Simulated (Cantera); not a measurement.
# Equilibrium for chlorosilane synthesis and conversion: SiCl4 + Cl2 + H2

Charge: 1 mol SiCl4, 1.2 mol Cl2, 6.9 mol H2, at 352 °C and 101000 Pa.

Cantera equilibrium calculation (NASA polynomials, part measured and part estimated; ideal gas, pure solids and liquids). Candidate condensed phases: Si; 19 gas species. Equilibrium is a limit: real reactors are often held back by kinetics, nucleation or transport.

- x(H2): 0.626
- x(HCl): 0.264
- x(SiCl4): 0.110
- x(SiHCl3): 1.26e-5
- gas amount: 9.100 mol
- log10 activity of Si(s) (absent): -14.67
